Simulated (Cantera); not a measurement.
A closed system holds: 1 mol FeS2, 2500 mol H2, held at 10.0 Torr.

Cantera equilibrium calculation (NASA polynomials, part measured and part estimated; ideal gas, pure solids and liquids). Candidate condensed phases: Fe, FeS, FeS2, S; 8 gas species. Kinetics and transport are ignored. All values below are at 802 °C.

Base state: H2 0.999, H2S 0.000800 (mole fractions); condensed: Fe(α).

Question: What changes in the equilibrium state with this change: FeS2 replaced by Ta2O5?

Answer: 
| species | before | after |
|---|---|---|
| H2 | 0.999 | 1.000 |
| H2S | 0.000800 | 0 |
| Fe(α), mol | 1.00 | 0 |
| Ta(s), mol | 0 | 0.000722 |
| Ta2O5(s), mol | 0 | 1.000 |
Mutual solubility and eutectic melting of coexisting phases are not modelled. Condensed phases not in the tables: N, O or C dissolved in the metal. Further candidate phases: H2O, Ta, Ta2O5.
